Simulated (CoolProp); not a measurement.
Ammonia along the isobar 34.5 MPa: density (kg/m³) from the reference equation and from simpler models built on Tc = 405.6 K, pc = 11.36 MPa, ω = 0.256; each cubic takes its own stable root.

The numbers come from the reference Helmholtz-energy equation of state, Gao 2020 in CoolProp.

```tsv
T (K)	phase	reference	van der Waals	Redlich-Kwong	Peng-Robinson
319.3	liquid	602.9	338.8	467.3	540.8
351.3	liquid	559.1	322.5	432.6	498.2
383.4	liquid	509.7	304.8	394.3	447.4
415.4	supercritical	452.3	285.6	352.2	387.6
447.5	supercritical	382.8	264.5	306.7	320.3
479.5	supercritical	304.3	241.8	260.8	256.5
511.6	supercritical	237.0	218.0	219.6	208.0
543.6	supercritical	192.8	194.5	187.5	175.4
575.7	supercritical	164.1	173.2	163.6	152.9
```
